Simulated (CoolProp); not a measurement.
Vapour-liquid equilibrium of propylene (1) + propane (2) at -104.35 °C; x and y are mole fractions of (1).

Model: multi-fluid Helmholtz-energy mixture model, Lemmon 2013 and Lemmon 2009; pair parameters Bell 2016, in CoolProp.

```json
[
 {"x": "0.05", "bubble pressure, mixture model (MPa)": "0.002044", "bubble pressure, Raoult's law (MPa)": "0.002019", "y, mixture model": "0.079", "y, Raoult's law": "0.068"},
 {"x": "0.2", "bubble pressure, mixture model (MPa)": "0.002215", "bubble pressure, Raoult's law (MPa)": "0.002136", "y, mixture model": "0.280", "y, Raoult's law": "0.259"},
 {"x": "0.35", "bubble pressure, mixture model (MPa)": "0.002360", "bubble pressure, Raoult's law (MPa)": "0.002253", "y, mixture model": "0.443", "y, Raoult's law": "0.429"},
 {"x": "0.5", "bubble pressure, mixture model (MPa)": "0.002482", "bubble pressure, Raoult's law (MPa)": "0.002370", "y, mixture model": "0.583", "y, Raoult's law": "0.582"},
 {"x": "0.65", "bubble pressure, mixture model (MPa)": "0.002586", "bubble pressure, Raoult's law (MPa)": "0.002488", "y, mixture model": "0.711", "y, Raoult's law": "0.722"},
 {"x": "0.8", "bubble pressure, mixture model (MPa)": "0.002672", "bubble pressure, Raoult's law (MPa)": "0.002605", "y, mixture model": "0.833", "y, Raoult's law": "0.848"},
 {"x": "0.95", "bubble pressure, mixture model (MPa)": "0.002742", "bubble pressure, Raoult's law (MPa)": "0.002722", "y, mixture model": "0.957", "y, Raoult's law": "0.964"}
]
```

The largest gap from Raoult's law is +4.7 % in bubble pressure, at x = 0.35. No azeotrope shows between x = 0.05 and 0.95.

Pair parameters are fitted to limited data, so mixtures are less certain than the pure fluids.
